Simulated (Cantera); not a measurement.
A perfectly stirred reactor is fed with H2 : O2 : N2 = 1.9 : 1 : 18 (molar parts), equivalence ratio 0.95, at 0.132 atm; it is held at 1100 K, and followed from long to short residence time.

Model: GRI-Mech 3.0 (53 species, 325 reactions), integrated in Cantera. The temperature is held fixed by assumption; the heat of reaction is taken as removed at once.

Predict: x(H2) at τ = 1.20 s; x(O2) at τ = 1.20 s; x(HO2) at τ = 1.20 s; x(H2O) at τ = 1.20 s; x(H) at τ = 1.20 s; x(H2) at τ = 34.0 ms; x(O2) at τ = 34.0 ms; x(HO2) at τ = 34.0 ms; x(H2O) at τ = 34.0 ms; x(H) at τ = 34.0 ms.


- x(H2) at τ = 1.20 s = 0.00147
- x(O2) at τ = 1.20 s = 0.00328
- x(HO2) at τ = 1.20 s = 4.29e-7
- x(H2O) at τ = 1.20 s = 0.0933
- x(H) at τ = 1.20 s = 0.000516
- x(H2) at τ = 34.0 ms = 0.00678
- x(O2) at τ = 34.0 ms = 0.00701
- x(HO2) at τ = 34.0 ms = 9.18e-7
- x(H2O) at τ = 34.0 ms = 0.0842
- x(H) at τ = 34.0 ms = 0.00642
